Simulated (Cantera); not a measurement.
Feed: 1 mol B, 1.3 mol H₂, 3.9 mol N₂, held at 1648.15 K and 0.133 bar.

Method: chemical equilibrium by Gibbs-energy minimisation in Cantera with the NASA 1993 tables (ideal gas, pure condensed phases). Candidate condensed phases: B, BN; 15 gas species. Kinetics and transport are ignored.

Base state: N₂ 0.723, H₂ 0.277, H 0.000128 (mole fractions); condensed: BN(s).

Q: What changes in the equilibrium state with this change: pressure from 0.133 bar to 33.0 Pa?

A: 
```
species       before    after
----------  --------  -------
N₂             0.723    0.722
H₂             0.277    0.275
H           0.000128  0.00257
BN(s), mol      1.00    1.000
```
